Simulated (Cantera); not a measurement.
An adiabatic, constant-pressure homogeneous reactor starts with 5.12 % CH₄, 7.32 % O₂, 87.6 % N₂, equivalence ratio 1.4, at 1173 K and 1200000 Pa.

Detailed kinetics in Cantera: GRI-Mech 3.0 (53 species, 325 reactions). The pressure lies above the range GRI-Mech 3.0 was tuned for (to about 10 atm).

One state of this run: T (K) = 1860; x CH₄ = 1.39e-10; x O₂ = 5.30e-9; x HCO = 5.00e-9; x NO₂ = 2.08e-12; x CO = 0.0298; x CO₂ = 0.0199. x: mole fraction; the columns are a selection and need not sum to one.

### Question
Which value of t (s) does it belong to?
A) 0.00245
B) 0.300
C) 6.00e-6
D) 0.0271

### Answer
B, 0.300
